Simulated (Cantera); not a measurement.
Charge: 1 mol Si, 4 mol HCl, 5.8 mol H2, equilibrated at 2.50 bar.

These are equilibrium values from Cantera (NASA tables, ideal gas, pure condensed phases), not measurements of a reactor. Candidate condensed phases: Si; 19 gas species. The tables' values for SiCl3 are old estimates; treat these amounts as uncertain. Rates play no part.

x: gas mole fraction; nothing condenses.

```json
[
 {"T (K)": "623", "x H2": "0.884", "x HCl": "0.00214", "x SiCl4": "0.112", "x SiCl2": "<1e-12", "x SiHCl3": "0.00213", "x SiCl3": "1.01e-8"},
 {"T (K)": "723", "x H2": "0.881", "x HCl": "0.00536", "x SiCl4": "0.108", "x SiCl2": "4.56e-10", "x SiHCl3": "0.00532", "x SiCl3": "4.45e-7"},
 {"T (K)": "823", "x H2": "0.876", "x HCl": "0.0105", "x SiCl4": "0.103", "x SiCl2": "5.04e-8", "x SiHCl3": "0.0104", "x SiCl3": "7.61e-6"},
 {"T (K)": "923", "x H2": "0.869", "x HCl": "?", "x SiCl4": "0.0963", "x SiCl2": "?", "x SiHCl3": "?", "x SiCl3": "6.83e-5"},
 {"T (K)": "1023", "x H2": "0.860", "x HCl": "0.0263", "x SiCl4": "0.0881", "x SiCl2": "3.57e-5", "x SiHCl3": "0.0244", "x SiCl3": "0.000386"},
 {"T (K)": "1123", "x H2": "0.850", "x HCl": "?", "x SiCl4": "?", "x SiCl2": "?", "x SiHCl3": "?", "x SiCl3": "0.00152"},
 {"T (K)": "1223", "x H2": "0.837", "x HCl": "0.0496", "x SiCl4": "0.0683", "x SiCl2": "0.00228", "x SiHCl3": "0.0356", "x SiCl3": "0.00442"},
 {"T (K)": "1323", "x H2": "0.820", "x HCl": "0.0679", "x SiCl4": "0.0562", "x SiCl2": "0.00880", "x SiHCl3": "0.0345", "x SiCl3": "0.00951"},
 {"T (K)": "1423", "x H2": "0.797", "x HCl": "0.0932", "x SiCl4": "0.0421", "x SiCl2": "0.0221", "x SiHCl3": "0.0279", "x SiCl3": "0.0153"},
 {"T (K)": "1523", "x H2": "0.769", "x HCl": "0.123", "x SiCl4": "0.0273", "x SiCl2": "0.0401", "x SiHCl3": "0.0192", "x SiCl3": "0.0192"},
 {"T (K)": "1623", "x H2": "0.743", "x HCl": "0.151", "x SiCl4": "0.0151", "x SiCl2": "0.0584", "x SiHCl3": "0.0115", "x SiCl3": "0.0194"},
 {"T (K)": "1723", "x H2": "0.724", "x HCl": "0.171", "x SiCl4": "0.00720", "x SiCl2": "0.0731", "x SiHCl3": "0.00627", "x SiCl3": "0.0168"}
]
```

Problem. Some entries are withheld; supply them.

Solution. 
- 923, x HCl: 0.0176
- 923, x SiCl2: 1.95e-6
- 923, x SiHCl3: 0.0169
- 1123, x HCl: 0.0367
- 1123, x SiCl4: 0.0788
- 1123, x SiCl2: 0.000366
- 1123, x SiHCl3: 0.0313
